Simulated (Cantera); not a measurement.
A perfectly stirred reactor is fed with C₂H₆ : H₂ = 1 : 2.8 (molar parts), at 0.00247 atm; it is held at 1848 K, and followed from long to short residence time.

Model: GRI-Mech 3.0 (53 species, 325 reactions), integrated in Cantera. GRI-Mech 3.0 stops at C3 and has no aromatics, soot or wall deposition, so with more carbon than oxygen in the feed, carbon stays in small species such as C2H2 where larger ones or solid carbon would form. Radical loss at walls, strong at low pressure, is not modelled.

Q: What does this change do: temperature 1848 to 1650 K?

A: 
```
quantity                  before     after
----------------------  --------  --------
x(C₂H₆) at τ = 22.0 s    2.43e-6   1.46e-5
x(H₂) at τ = 22.0 s        0.818     0.813
x(H) at τ = 22.0 s       0.00604   0.00175
x(C₂H₄) at τ = 22.0 s    2.50e-5  0.000142
x(C₂H) at τ = 22.0 s     1.34e-5   1.56e-6
x(C₂H₆) at τ = 0.230 s  0.000255   0.00114
x(H₂) at τ = 0.230 s       0.781     0.746
x(H) at τ = 0.230 s      0.00567   0.00239
x(C₂H₄) at τ = 0.230 s   0.00155   0.00598
x(C₂H) at τ = 0.230 s    1.16e-5   1.78e-6
```
